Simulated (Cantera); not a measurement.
Feed: 1 mol CH₃F, 0.1 mol HCl, 0.63 mol H₂, equilibrated at 59.0 mbar.

These are equilibrium values from Cantera (NASA tables, ideal gas, pure condensed phases), not measurements of a reactor. Candidate condensed phases: C, C₆H₆, C₇H₈, C₈H₁₈; 135 gas species. Ions and electrons are included (thermal ionisation). Equilibrium is a limit: real reactors are often held back by kinetics, nucleation or transport.

### Question
At 2500 K, list the 6 most abundant gas species with their mole fractions, and the condensed phases.

### Answer
H₂ 0.532, HF 0.352, H 0.0755, HCl 0.0320, C₂H₂ (acetylene) 0.00575, Cl 0.00321. Condensed: C(graphite).
